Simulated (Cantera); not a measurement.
Input: 1 mol MgCO₃, 4 mol H₂, 0.06 mol CO₂, equilibrated at 0.150 bar.

Equilibrium computed with Cantera from the NASA thermochemical tables; the gas is ideal and each condensed phase is pure. Candidate condensed phases: C, C₆H₆, C₇H₈, C₈H₁₈, H₂O, Mg, MgCO₃, MgO, Mg(OH)₂; 116 gas species. Rates play no part. All values below are at 2000 K.

Base state: H₂ 0.592, H₂O 0.195, CO 0.195, CO₂ 0.0140, H 0.00323, Mg 0.000307, OH 0.000106, MgOH 1.94e-5 (mole fractions); condensed: MgO(s).

**Question.** What changes in the equilibrium state with this change: MgCO₃ replaced by Mg(OH)₂?

**Answer.** 
```csv
species,before,after
H₂,0.592,0.775
H₂O,0.195,0.209
CO,0.195,0.0112
CO₂,0.0140,0.000656
Mg,0.000307,0.000377
MgOH,1.94e-5,2.22e-5
H,0.00323,0.00370
"MgO(s), mol",0.998,0.998
```
